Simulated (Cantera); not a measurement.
A closed system holds: 1 mol C2F6, 0.058 mol Si, equilibrated at 3148 K and 20000 Pa.

Method: chemical equilibrium by Gibbs-energy minimisation in Cantera with the NASA 1993 tables (ideal gas, pure condensed phases). Candidate condensed phases: C, Si, SiC; 23 gas species. The feed counts by its element totals alone. The tables' values for SiF3, SiF2 are old estimates; treat these amounts as uncertain. Gases not in the tables: C2F6 and larger saturated fluorocarbons. Rates play no part.

Base state: F 0.635, CF2 0.243, CF 0.0983, SiF4 0.0108, C3 0.00699, CF3 0.00232, SiF3 0.00154, C 0.000969 (mole fractions); condensed: C(graphite).

Problem. What changes in the equilibrium state with this change: Si from 0.058 to 0.014 mol?

Solution. 
```csv
species,before,after
F,0.635,0.639
CF2,0.243,0.246
CF,0.0983,0.0990
SiF4,0.0108,0.00255
SiF2,3.15e-5,7.36e-6
SiF3,0.00154,0.000362
CF4,0.000646,0.000666
"C(graphite), mol",0.265,0.211
```
The tables' values for SiF3 are old estimates; treat these amounts as uncertain.

Problem. What changes in the equilibrium state with this change: pressure from 20000 Pa to 10000 Pa?

Solution. 
```json
[
 {"species": "F", "before": "0.635", "after": "0.709"},
 {"species": "CF2", "before": "0.243", "after": "0.151"},
 {"species": "CF", "before": "0.0983", "after": "0.110"},
 {"species": "C3", "before": "0.00699", "after": "0.0140"},
 {"species": "SiF4", "before": "0.0108", "after": "0.00891"},
 {"species": "CF4", "before": "0.000646", "after": "0.000126"},
 {"species": "CF3", "before": "0.00232", "after": "0.000808"},
 {"species": "SiF2", "before": "3.15e-5", "after": "8.36e-5"},
 {"species": "C2", "before": "0.000732", "after": "0.00146"},
 {"species": "C(graphite), mol", "before": "0.265", "after": "0.399"}
]
```
